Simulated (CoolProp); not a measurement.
Saturation properties of n-decane.

Model: reference Helmholtz-energy equation of state, Lemmon 2006, in CoolProp. It is a short technical equation, of lower accuracy than the large ones.

```csv
T (K),p (MPa),surface tension (mN/m),liquid viscosity (µPa s),liquid conductivity (mW/(m K))
352.8,0.004012,18.4,440,116
363.3,?,17.4,398,?
373.7,0.009782,16.5,361,111
384.2,0.01463,15.6,329,108
394.6,0.02123,14.7,302,106
405.1,0.03018,13.8,?,104
415.6,?,13.0,256,101
426,0.05707,12.1,236,99.2
436.5,0.07642,11.2,219,97.1
446.9,0.1004,?,203,95.0
457.4,?,9.60,188,?
467.9,0.1665,8.80,175,91.0
478.3,0.2098,8.02,163,89.1
```

Problem. What belongs in the gaps?

Solution. 
- 363.3, p (MPa): 0.006379
- 363.3, liquid conductivity (mW/(m K)): 113
- 405.1, liquid viscosity (µPa s): 277
- 415.6, p (MPa): 0.04198
- 446.9, surface tension (mN/m): 10.4
- 457.4, p (MPa): 0.1302
- 457.4, liquid conductivity (mW/(m K)): 93.0

It boils at 447.3 K under 1 atm.

Viscosity comes from a separate model (Huber 2004). Thermal conductivity comes from a separate model (Huber 2005). Surface tension comes from a separate correlation (Mulero 2012).
